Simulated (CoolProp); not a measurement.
Vapour-liquid equilibrium of methanol (1) + ethanol (2) at 114.35 °C; x and y are mole fractions of (1).

The numbers come from the multi-fluid Helmholtz-energy mixture model, de Reuck 1993 and Schroeder 2014; pair parameters Bell 2016 in CoolProp.

```tsv
x	bubble pressure, mixture model (kPa)	bubble pressure, Raoult's law (kPa)	y, mixture model	y, Raoult's law
0.05	368.5	368.3	___	0.074
0.15	386.6	387.0	0.204	0.211
0.25	___	405.6	0.324	0.336
0.35	___	424.3	0.434	0.450
0.45	438.7	442.9	___	0.554
0.55	___	461.6	___	0.650
0.65	474.8	480.2	0.727	0.738
0.75	493.9	498.9	0.814	0.820
0.85	513.9	517.5	0.893	0.896
0.95	___	536.2	___	0.967
```

Problem. Some entries are withheld; supply them.

Solution. 
- 0.05, y, mixture model: 0.072
- 0.25, bubble pressure, mixture model (kPa): 404.1
- 0.35, bubble pressure, mixture model (kPa): 421.4
- 0.45, y, mixture model: 0.538
- 0.55, bubble pressure, mixture model (kPa): 456.5
- 0.55, y, mixture model: 0.636
- 0.95, bubble pressure, mixture model (kPa): 534.8
- 0.95, y, mixture model: 0.966

The largest gap from Raoult's law is -1.1 % in bubble pressure, at x = 0.65. No azeotrope shows between x = 0.05 and 0.95.

Pair parameters are fitted to limited data, so mixtures are less certain than the pure fluids.
